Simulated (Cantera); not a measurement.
## Ti(OiPr)₄ + O₂ + N₂ (titanium nitride, carbide and oxide coatings)

Feed: 1 mol Ti(OiPr)₄, 0.097 mol O₂, a varied amount of N₂, at 2200 K and 10.0 Pa.

These are equilibrium values from Cantera (NASA tables, ideal gas, pure condensed phases), not measurements of a reactor. Candidate condensed phases: C, C₆H₆, C₇H₈, C₈H₁₈, H₂O, Ti, TiC, TiN, TiO, TiO₂, Ti₂O₃, Ti₃O₅, Ti₄O₇; 139 gas species. The feed counts by its element totals alone. TiC: taken at fixed stoichiometry. The numbers say what is thermodynamically allowed, not how fast it happens.

From 23 mol N₂ to 220 mol N₂ the condensed part is C(graphite) + TiC(s). The main Ti-bearing gas is Ti throughout. The share of Ti in condensed phases is highest at 23 mol N₂ (98.8 %) and lowest at 220 mol N₂ (93.7 %).

| n(N₂) (mol) | x N₂ | x H | x H₂ | x CO | n C(graphite) | n TiC(s) |
|---|---|---|---|---|---|---|
| 23 | 0.487 | 0.236 | 0.176 | 0.0897 | 6.30 | 0.988 |
| 48 | 0.656 | 0.178 | 0.0994 | 0.0577 | 6.14 | 0.981 |
| 72 | 0.736 | 0.146 | 0.0671 | 0.0431 | 6.03 | 0.975 |
| 97 | 0.786 | 0.124 | 0.0486 | 0.0341 | 5.94 | 0.969 |
| 120 | 0.817 | 0.110 | 0.0379 | 0.0287 | 5.88 | 0.963 |
| 150 | 0.846 | 0.0956 | 0.0288 | 0.0237 | 5.81 | 0.955 |
| 170 | 0.860 | 0.0882 | 0.0245 | 0.0213 | 5.77 | 0.950 |
| 200 | 0.877 | 0.0792 | 0.0198 | 0.0184 | 5.71 | 0.942 |
| 220 | 0.886 | 0.0742 | 0.0174 | 0.0169 | 5.68 | 0.937 |
x: gas mole fraction; n: condensed amount in mol.
